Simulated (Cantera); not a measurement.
Fluorocarbon and chlorocarbon gases: c-C4F8 + H2

A closed system holds: 1 mol c-C4F8, 0.86 mol H2, at 93.0 mbar.

Cantera equilibrium calculation (NASA polynomials, part measured and part estimated; ideal gas, pure solids and liquids). Candidate condensed phases: C, C6H6, C7H8, C8H18; 110 gas species. Ions and electrons are included (thermal ionisation). The feed counts by its element totals alone. Gases not in the tables: C2F6 and larger saturated fluorocarbons. The numbers say what is thermodynamically allowed, not how fast it happens.

| T (K) | log p F | log p C | log p HF | log p CF2 | log p H | log p CF | log p C3 | log p C2 | n C(graphite) |
|---|---|---|---|---|---|---|---|---|---|
| 3000 | -1.31 | -4.30 | -1.64 | -1.84 | -4.14 | -2.25 | -3.51 | -4.50 | 2.40 |
| 3500 | -1.27 | -2.72 | -1.80 | -2.88 | -2.85 | -2.02 | -2.10 | -2.86 | 0 |
| 4000 | -1.25 | -1.98 | -2.16 | -4.12 | -2.12 | -2.30 | -2.39 | -2.53 | 0 |
| 4500 | -1.26 | -1.65 | -2.88 | -5.39 | -1.96 | -2.80 | -3.36 | -2.76 | 0 |
| 5000 | -1.27 | -1.58 | -3.56 | -6.59 | -1.94 | -3.39 | -4.72 | -3.34 | 0 |
log p: log10 of the partial pressure in bar; n: condensed amount in mol.

At 3000 K the condensed part is C(graphite). From 3500 K to 5000 K nothing is condensed. The main C-bearing gas is CF2 at 3000 K and C at 5000 K.
